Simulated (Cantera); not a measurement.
An adiabatic, constant-pressure homogeneous reactor starts with 4.87 % CH4, 0.487 % C2H6, 12.3 % O2, 82.3 % N2, at 1300 K and 1000000 Pa.

Detailed kinetics in Cantera: GRI-Mech 3.0 (53 species, 325 reactions).

x: mole fraction; the columns are a selection and need not sum to one.

| t (s) | T (K) | x CH4 | x C2H6 | x O2 | x CH3 | x H | x C2H2 |
|---|---|---|---|---|---|---|---|
| 1.00e-6 | 1300 | 0.0487 | 0.00487 | 0.123 | 2.45e-7 | 1.89e-10 | <1e-12 |
| 2.26e-6 | 1300 | 0.0487 | 0.00487 | 0.123 | 5.49e-7 | 3.49e-10 | <1e-12 |
| 5.09e-6 | 1300 | 0.0487 | 0.00487 | 0.123 | 1.22e-6 | 7.33e-10 | <1e-12 |
| 1.15e-5 | 1300 | 0.0487 | 0.00487 | 0.123 | 2.69e-6 | 1.76e-9 | <1e-12 |
| 2.59e-5 | 1300 | 0.0487 | 0.00487 | 0.123 | 5.70e-6 | 5.31e-9 | 8.91e-12 |
| 5.85e-5 | 1300 | 0.0487 | 0.00486 | 0.123 | 1.19e-5 | 2.26e-8 | 2.00e-10 |
| 0.000132 | 1301 | 0.0486 | 0.00480 | 0.123 | 2.67e-5 | 1.14e-7 | 8.36e-9 |
| 0.000298 | 1307 | 0.0474 | ___ | 0.122 | ___ | ___ | ___ |
| 0.000672 | 2429 | <1e-12 | <1e-12 | 0.0107 | <1e-12 | 0.000237 | <1e-12 |
| 0.00152 | 2431 | <1e-12 | <1e-12 | 0.0103 | <1e-12 | 0.000221 | <1e-12 |
| 0.00342 | 2429 | <1e-12 | <1e-12 | 0.00994 | <1e-12 | 0.000220 | <1e-12 |
| 0.00772 | 2426 | <1e-12 | <1e-12 | 0.00935 | <1e-12 | 0.000218 | <1e-12 |
| 0.0174 | 2423 | <1e-12 | <1e-12 | 0.00887 | <1e-12 | 0.000217 | <1e-12 |
| 0.0393 | 2422 | <1e-12 | <1e-12 | 0.00874 | <1e-12 | 0.000217 | <1e-12 |
| 0.0886 | 2422 | <1e-12 | <1e-12 | 0.00873 | <1e-12 | 0.000217 | <1e-12 |
| 0.200 | 2422 | <1e-12 | <1e-12 | 0.00873 | <1e-12 | 0.000217 | <1e-12 |

### Question
What belongs in the gaps?

### Answer

- 0.000298, x C2H6: 0.00441
- 0.000298, x CH3: 5.51e-5
- 0.000298, x H: 5.59e-7
- 0.000298, x C2H2: 4.84e-7
